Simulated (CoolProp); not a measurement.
Saturated liquid density (kg/m³) of hydrogen sulfide: the reference equation beside estimates from Tc = 373.1 K, pc = 89.99 bar, ω = 0.101. Rackett uses Z = 0.29056 − 0.08775 ω.

Values from CoolProp's reference Helmholtz-energy equation of state, Lemmon 2006. It is a short technical equation, of lower accuracy than the large ones.

| T (K) | reference | Rackett | van der Waals | Redlich-Kwong | Soave-Redlich-Kwong | Peng-Robinson |
|---|---|---|---|---|---|---|
| 262.1 | 856.3 | 859.6 | 563.1 | 815.9 | 823.8 | 933.0 |
| 269.1 | 841.7 | 845.5 | 553.6 | 799.1 | 807.7 | 915.1 |
| 276.1 | 826.7 | 831.0 | 543.8 | 781.6 | 790.8 | 896.3 |
| 283.1 | 811.0 | 815.9 | 533.6 | 763.3 | 773.1 | 876.5 |
| 290 | 795.0 | 800.6 | 523.1 | 744.4 | 754.7 | 855.8 |
| 297 | 778.1 | 784.3 | 512.0 | 724.4 | 735.0 | 833.6 |
| 304 | 760.3 | 767.4 | 500.2 | 703.3 | 714.2 | 810.0 |
| 311 | 741.5 | 749.5 | 487.9 | 681.0 | 692.1 | 784.9 |
| 317.9 | 721.9 | 730.9 | 475.0 | 657.7 | 668.9 | 758.2 |
| 324.9 | 700.7 | 710.8 | 461.0 | 632.5 | 643.7 | 729.1 |
| 331.9 | 677.7 | 689.2 | 445.9 | 605.5 | 616.4 | 697.5 |

Absolute difference from the reference over all 11 rows, mean and median: Rackett 0.9 and 0.8 %, van der Waals 34.2 and 34.2 %, Redlich-Kwong 7.2 and 6.9 %, Soave-Redlich-Kwong 5.9 and 5.5 %, Peng-Robinson 6.7 and 7.1 %.
